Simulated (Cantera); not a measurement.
A freely propagating, adiabatic, planar premixed flame of 52.2 % H2, 9.66 % O2, 34.8 % N2, 3.34 % H2O, equivalence ratio 2.7, unburnt at 473 K and 760 Torr; mixture-averaged transport, grid criteria slope 0.08 and curve 0.16, no radiation.

Detailed kinetics in Cantera: the H2/O2 subset of GRI-Mech 3.0, which has no nitrogen chemistry. Burning velocities carry a grid error of a few per cent, more on coarse grids.

x: mole fraction of selected species; z is measured from the peak of heat release.

```
z (mm)  T (K)  u (m/s)   x H2        x O2   x H2O       x HO2      x H2O2        x OH
------  -----  -------  -----  ----------  ------  ----------  ----------  ----------
-1.22     473     5.16  0.522      0.0966  0.0334       <1e-8       <1e-8       <1e-8
-0.816    473     5.16  0.522      0.0966  0.0334       <1e-8       <1e-8       <1e-8
-0.612    473     5.16  0.522      0.0966  0.0334       <1e-8       <1e-8       <1e-8
-0.408    473     5.16  0.522      0.0966  0.0334     5.80e-7       <1e-8       <1e-8
-0.204    510     5.51  0.516      0.0968  0.0351    0.000287     1.10e-5     5.38e-5
-0.102    758     7.98  0.486      0.0899  0.0573    0.000210     2.27e-5    0.000478
0        1113     11.4  0.421      0.0641   0.116     8.31e-5     2.54e-6    0.000848
0.102    1360     13.9  0.355      0.0251   0.192     2.83e-5     5.92e-7     0.00150
0.204    1476     15.0  0.329     0.00639   0.228     6.86e-6     3.00e-7     0.00152
0.408    1573     15.9  0.326  (withheld)   0.241  (withheld)  (withheld)     0.00153
0.816    1664     16.8  0.334     5.92e-5   0.244     6.86e-8     1.24e-7     0.00151
1.63     1749     17.5  0.342  (withheld)   0.245  (withheld)  (withheld)  (withheld)
3.26     1820     18.1  0.349     1.55e-5   0.247     2.15e-8     3.48e-8     0.00104
```

What belongs in the gaps?


- 0.408, x O2: 0.000480
- 0.408, x HO2: 4.86e-7
- 0.408, x H2O2: 1.83e-7
- 1.63, x O2: 3.17e-5
- 1.63, x HO2: 3.98e-8
- 1.63, x H2O2: 7.12e-8
- 1.63, x OH: 0.00134
